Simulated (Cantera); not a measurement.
A closed system holds: 1 mol Si, 4.6 mol HF, 18 mol H2, equilibrated at 1.80 Pa.

Cantera equilibrium calculation (NASA polynomials, part measured and part estimated; ideal gas, pure solids and liquids). Candidate condensed phases: Si; 25 gas species. The tables' values for SiF3, SiF2 are old estimates; treat these amounts as uncertain. Rates play no part. All values below are at 1198 K.

Base state: H2 0.925, SiF4 0.0455, HF 0.0286, SiF3 0.000735, SiHF3 4.73e-5, H 4.31e-5, SiF2 1.31e-5 (mole fractions); condensed: gas only.

**Question.** What changes in the equilibrium state with this change: HF from 4.6 to 1.2 mol?

**Answer.** 
```tsv
species	before	after
H2	0.925	0.981
SiF4	0.0455	0.0116
SiF3	0.000735	0.00397
HF	0.0286	0.00138
SiF2	1.31e-5	0.00151
SiHF3	4.73e-5	0.000263
H	4.31e-5	4.44e-5
Si(s), mol	0	0.672
```
